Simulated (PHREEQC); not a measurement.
A PHREEQC input (ion-association model, phreeqc.dat):

```
SOLUTION 1
  temp 25
  units mg/L
  pH 5.96
  pe 9.3
  Na 0.43
  K 0.769
  Ca 2.2
  Mg 0.0397
  Cl 2.47
  S(6) 1.7 as S
  Alkalinity 2.77 as HCO3
  B 0.000455
  Pb 0.019
  Ba 0.00908
  Zn 0.00491
END
USE solution 1
EQUILIBRIUM_PHASES 1
  Quartz 0 0.5
  Gypsum 0 0
  CO2(g) -2.5 10
END
```

The run finishes without an error or a warning.

Its last state differs from that of the intended input:

```json
[
 {"quantity": "ionic strength (mol/kgw)", "as run": "0.000295", "intended": "0.000226"},
 {"quantity": "CaSO4 (mol/kgw)", "as run": "4.35e-7", "intended": "1.49e-7"},
 {"quantity": "MgSO4 (mol/kgw)", "as run": "1.70e-8", "intended": "5.83e-9"},
 {"quantity": "KSO4- (mol/kgw)", "as run": "6.71e-9", "intended": "2.26e-9"},
 {"quantity": "HSO4- (mol/kgw)", "as run": "5.07e-9", "intended": "1.70e-9"}
]
```

Problem. One thing in the input isn't as intended. What explains the difference?

Solution. This is not unique; one that fits is The fault: sulfate typed 'as S' though the number is for SO4. The line should read `as SO4` where the input has `as S`.
